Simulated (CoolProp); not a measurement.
500 sccm (0 °C, 1 atm) of nitrogen bubbles through liquid n-undecane at 359.2 K and leaves saturated at a total pressure of 0.0192 MPa (ideal gas phase). Each further row changes one setting.

The numbers come from the reference Helmholtz-energy equation of state, Aleksandrov 2011 in CoolProp. It is a short technical equation, of lower accuracy than the large ones.

```csv
case,vapour pressure (kPa),mole fraction of vapour,delivery (mg/min),delivery (sccm),change of delivery for a bath 1 K warmer (%)
as stated,2.34,?,?,?,5.6
bath temperature 364.2 K,2.96,0.154,?,?,5.6
total pressure 0.0384 MPa,2.34,0.0609,?,32.4,5.2
```

Problem. Fill in the missing entries.

Solution. 
- as stated, mole fraction of vapour: 0.122
- as stated, delivery (mg/min): 484
- as stated, delivery (sccm): 69.4
- bath temperature 364.2 K, delivery (mg/min): 636
- bath temperature 364.2 K, delivery (sccm): 91.2
- total pressure 0.0384 MPa, delivery (mg/min): 226
